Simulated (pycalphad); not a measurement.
## Effect of Sn content in Si-Sn

All values are pycalphad results on the COST 507 light-alloy database (1999) (1 atm), not direct measurements. The data set is of 1999 and partly superseded. Phase fractions are per mole of atoms.

```
alloy             liquidus (°C)   first solid  solidus (°C)                phases at 677 °C
----------------  -------------  ------------  ------------  ------------------------------
Si-6.45Sn (at.%)              ?  diamond (Si)           232                               ?
Si-25.8Sn (at.%)           1365  diamond (Si)           232  diamond (Si) 0.74, liquid 0.26
Si-38.7Sn (at.%)           1356  diamond (Si)           232  diamond (Si) 0.61, liquid 0.39
Si-51.6Sn (at.%)           1338  diamond (Si)           232  liquid 0.52, diamond (Si) 0.48
Si-77.4Sn (at.%)           1263  diamond (Si)           232  liquid 0.78, diamond (Si) 0.22
```

Question: Complete the blanks.

Answer: 
- Si-6.45Sn (at.%), liquidus (°C): 1390
- Si-6.45Sn (at.%), phases at 677 °C: diamond (Si) 0.94, liquid 0.06
